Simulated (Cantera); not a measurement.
A perfectly stirred reactor is fed with CH4 : H2 = 1 : 2.2 (molar parts), at 1.01 bar; it is held at 1423 K, and followed from long to short residence time.

Cantera simulation using GRI-Mech 3.0 (53 species, 325 reactions); the numbers are that mechanism's predictions, not measurements. GRI-Mech 3.0 stops at C3 and has no aromatics, soot or wall deposition, so with more carbon than oxygen in the feed, carbon stays in small species such as C2H2 where larger ones or solid carbon would form.

Task: What does this change do: H2 2.2 to 0.33 parts?

Result: 
```tsv
quantity	before	after
x(CH4) at τ = 22.0 s	0.221	0.308
x(H2) at τ = 22.0 s	0.743	0.557
x(H) at τ = 22.0 s	5.56e-6	4.61e-6
x(CH2) at τ = 22.0 s	1.85e-10	3.14e-10
x(C2H4) at τ = 22.0 s	0.0117	0.0356
x(CH4) at τ = 53.0 ms	0.310	0.738
x(H2) at τ = 53.0 ms	0.689	0.257
x(H) at τ = 53.0 ms	3.77e-6	1.41e-6
x(CH2) at τ = 53.0 ms	1.37e-10	3.21e-10
x(C2H4) at τ = 53.0 ms	0.000614	0.00259
```

Task: What does this change do: pressure from 1.01 bar to 10.00 Torr?

Result: 
```tsv
quantity	before	after
x(CH4) at τ = 22.0 s	0.221	0.246
x(H2) at τ = 22.0 s	0.743	0.729
x(H) at τ = 22.0 s	5.56e-6	2.23e-5
x(CH2) at τ = 22.0 s	1.85e-10	3.25e-9
x(C2H4) at τ = 22.0 s	0.0117	0.000770
x(CH4) at τ = 53.0 ms	0.310	0.312
x(H2) at τ = 53.0 ms	0.689	0.688
x(H) at τ = 53.0 ms	3.77e-6	5.49e-6
x(CH2) at τ = 53.0 ms	1.37e-10	2.92e-10
x(C2H4) at τ = 53.0 ms	0.000614	4.64e-6
```
Radical loss at walls, strong at low pressure, is not modelled.
